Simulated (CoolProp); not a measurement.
R115 along the isobar 1.52 MPa: Z from the reference equation and from simpler models built on Tc = 353.1 K, pc = 3.129 MPa, ω = 0.248; each cubic takes its own stable root.

Values from CoolProp's reference Helmholtz-energy equation of state, Lemmon 2016.

```tsv
T (K)	phase	reference
184.1	liquid	0.08944
223.6	liquid	0.07957
263	liquid	0.07422
302.5	liquid	0.07344
342	gas	0.7851
381.5	gas	0.8643
421	gas	0.9081
460.5	gas	0.9358
500	gas	0.9546
```

### Question
How far does each simpler model (van der Waals, Redlich-Kwong, Peng-Robinson) lie from the reference over these 9 states: mean and median of the absolute difference, and the worst?

### Answer
- van der Waals: mean 118.7 %, median 3.9 %, worst +883.4 % at 302.5 K and 1.52 MPa
- Redlich-Kwong: mean 5.3 %, median 1.2 %, worst +16.1 % at 302.5 K and 1.52 MPa
- Peng-Robinson: mean 3.3 %, median 2.5 %, worst -6.8 % at 223.6 K and 1.52 MPa

At some of these states van der Waals gives the other phase, because its saturation line lies elsewhere.
